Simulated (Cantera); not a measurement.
Charge: 1 mol BCl3, a varied amount of NH3, 0.21 mol H2, equilibrated at 1725 K and 52.0 mbar.

Cantera equilibrium calculation (NASA polynomials, part measured and part estimated; ideal gas, pure solids and liquids). Candidate condensed phases: B, BN, NH4Cl; 21 gas species. The tables' values for BCl2, BCl are old estimates; treat these amounts as uncertain. Gases not in the tables: BHCl2. The numbers say what is thermodynamically allowed, not how fast it happens.

x: gas mole fraction; n: condensed amount in mol.

```
n(NH3) (mol)  x HCl    x H2    x BCl3      x N2    x BCl2     x BCl  n BN(s)
------------  -----  ------  --------  --------  --------  --------  -------
0.36          0.571  0.0983     0.312  0.000376    0.0123   0.00463    0.359
1.6               ?       ?         ?         ?  0.000436  0.000234    0.963
2.9           0.425   0.437  0.000719     0.136   8.07e-5   8.59e-5    0.994
4.1           0.318   0.516  0.000212     0.165   3.47e-5   5.36e-5    0.997
5.3               ?   0.564         ?     0.182   1.92e-5   3.90e-5    0.998
6.6           0.208   0.597   4.40e-5     0.194   1.18e-5   3.01e-5    0.999
7.8           0.178   0.619   2.58e-5     0.202   8.22e-6   2.48e-5    0.999
```

Some entries are withheld; supply them.


- 5.3, x HCl: 0.253
- 5.3, x BCl3: 9.00e-5
- 1.6, x HCl: 0.655
- 1.6, x H2: 0.264
- 1.6, x BCl3: 0.00770
- 1.6, x N2: 0.0721
